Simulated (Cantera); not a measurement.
A closed system holds: 1 mol PbF2, 4.1 mol H2, 240 mol N2, held at 900 K and 75.0 Pa.

Equilibrium computed with Cantera from the NASA thermochemical tables; the gas is ideal and each condensed phase is pure. Candidate condensed phases: Pb, PbF2; 26 gas species. The numbers say what is thermodynamically allowed, not how fast it happens.

Base state: N2 0.977, H2 0.0126, HF 0.00814, Pb 0.00182 (mole fractions); condensed: Pb(l).

### Question
What changes in the equilibrium state with this change: temperature from 900 K to 1023 K?

### Answer
```tsv
species	before	after
N2	0.977	0.975
H2	0.0126	0.0126
HF	0.00814	0.00813
Pb	0.00182	0.00406
Pb(l), mol	0.552	0
```

### Question
What changes in the equilibrium state with this change: H2 from 4.1 to 0.38 mol?

### Answer
```
species      before     after
----------  -------  --------
N2            0.977     0.993
HF          0.00814   0.00315
Pb          0.00182   0.00182
H2           0.0126   9.84e-9
PbF4          <1e-9  0.000796
PbF2        4.98e-9  0.000954
PbF         9.34e-8   4.08e-5
Pb(l), mol    0.552     0.126
```

### Question
What changes in the equilibrium state with this change: H2 from 4.1 to 0.29 mol?

### Answer
```tsv
species	before	after
N2	0.977	0.994
HF	0.00814	0.00240
Pb	0.00182	0.00182
H2	0.0126	5.27e-9
PbF4	<1e-9	0.000941
PbF2	4.98e-9	0.00104
PbF	9.34e-8	4.26e-5
Pb(l), mol	0.552	0.0714
```
